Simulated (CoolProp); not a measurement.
Vapour-liquid equilibrium of toluene (1) + n-octane (2) at 0.329 bar; x and y are mole fractions of (1).

Computed with CoolProp (multi-fluid Helmholtz-energy mixture model, Lemmon 2006 and Beckmüller 2019; pair parameters Bell 2016).

Problem. Give the bubble temperature and the first vapour's composition at x = 0.125, 0.275, 0.8. Is there an azeotrope?

Solution. x = 0.125: 85.9 °C, y = 0.226; x = 0.275: 82.5 °C, y = 0.421; x = 0.8: 76.3 °C, y = 0.843. No azeotrope shows between x = 0.05 and 0.95.

The pair parameters rest on a limited set of measurements; away from them the model extrapolates.
